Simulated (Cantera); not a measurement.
**Transport properties of process gases**

Gas mixture: CH₄ : CO₂ : H₂O : C₂H₂ = 0.98 : 0.87 : 0.72 : 0.66 (molar parts), at 1.01 bar, frozen composition.

Cantera's kinetic-theory transport with the Lennard-Jones parameters of GRI-Mech 3.0, ideal gas; thermal conductivity in the mixture-averaged form. Polar gases are described roughly by these parameters. The composition is frozen, though it would react at the higher temperatures.

```
T (K)  ρ (kg/m³)  cp (J/kg/K)  μ (µPa s)  λ (mW/m/K)     Pr  D (cm²/s) NH₃  D (cm²/s) OH  D (cm²/s) H
-----  ---------  -----------  ---------  ----------  -----  -------------  ------------  -----------
400        0.794         1586       16.2        36.5  0.703          0.325         0.490         1.81
550        0.577         1803       21.3        54.3  0.706          0.602         0.857         3.22
700        0.454         1994       25.9        73.0  0.708          0.948          1.30         4.91
850        0.374         2157       30.1        91.8  0.709           1.35          1.80         6.87
1000       0.318         2304       34.1         110  0.711           1.82          2.37         9.07
1150       0.276         2429       37.8         129  0.713           2.33          3.00         11.5
1300       0.244         2537       41.3         147  0.714           2.89          3.68         14.1
1450       0.219         2629       44.7         165  0.714           3.50          4.42         17.0
```
D: mixture-averaged diffusion coefficient of that species in the mixture.
